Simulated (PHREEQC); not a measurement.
Make-up at 25 °C: 49 mmol/kgw Na3PO4. Closed to the air; pH follows from the charge balance.

Equilibrium calculation in PHREEQC: ion-association model, wateq4f.dat.

This is a speciation only: nothing precipitates in the calculation.

### Question
Order these P species by the share of P that they hold, largest first: HPO4-2, PO4-3, NaHPO4-.

### Answer
PO4-3 (69 %), HPO4-2 (29 %), NaHPO4- (2.2 %)

The pH is 12.02 and the ionic strength 0.262 mol/kgw. H3PO4, which wateq4f.dat lacks, is added to it with the constant of phreeqc.dat.
